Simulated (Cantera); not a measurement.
An isothermal plug-flow reactor at 1000 K and 5.00 bar (inlet), inlet velocity 0.23 m/s, active area per volume 64 1/m; feed H₂ : O₂ : N₂ = 0.0076 : 0.19 : 0.79 (molar parts).

Computed with Cantera and Deutschmann's 1995 Pt surface mechanism with GRI-Mech 3.0 gas chemistry. Catalytic surfaces can have several steady states; this one follows from the mechanism file's or the stated starting coverage. Mass transfer to the wall is taken as infinitely fast.

One state of this run: x H₂ = 0.00640; x O₂ = 0.192; x H₂O = 0.00130; θ free Pt = 0.130; θ O* = 0.867; θ OH* = 0.00228. x: gas mole fraction; θ: surface coverage.

**Question.** Which value of z (m) does it belong to?
A. 0.0046
B. 0.00036
C. 0.00013
D. 0.001

**Answer.** C, 0.00013
